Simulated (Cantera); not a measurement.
A closed system holds: 1 mol Si3N4, 0.0059 mol Si, 0.12 mol H2, held at 100000 Pa.

Method: chemical equilibrium by Gibbs-energy minimisation in Cantera with the NASA 1993 tables (ideal gas, pure condensed phases). Candidate condensed phases: Si, Si3N4; 18 gas species. Mutual solubility and eutectic melting of coexisting phases are not modelled. Gases not in the tables: Si2H6 and higher silanes. The numbers say what is thermodynamically allowed, not how fast it happens.

Task: Which condensed phases are stable at each of these points (T (K)): 1773, 1848, 1923, 1998, 2073, 2148, 2223, 2298, 2373, 2448, 2523, 2598?

Result: 
| T (K) | condensed phases | Si condensed (%) |
|---|---|---|
| 1773 | Si(l) + Si3N4(s) | 100.0 |
| 1848 | Si(l) + Si3N4(s) | 100.0 |
| 1923 | Si(l) + Si3N4(s) | 100.0 |
| 1998 | Si(l) + Si3N4(s) | 100.0 |
| 2073 | Si(l) + Si3N4(s) | 100.0 |
| 2148 | Si(l) | 100.0 |
| 2223 | Si(l) | 99.9 |
| 2298 | Si(l) | 99.9 |
| 2373 | Si(l) | 99.8 |
| 2448 | Si(l) | 99.7 |
| 2523 | Si(l) | 99.4 |
| 2598 | Si(l) | 99.1 |

From 1773 K to 2073 K the condensed part is Si(l) + Si3N4(s). From 2148 K to 2598 K the condensed part is Si(l).
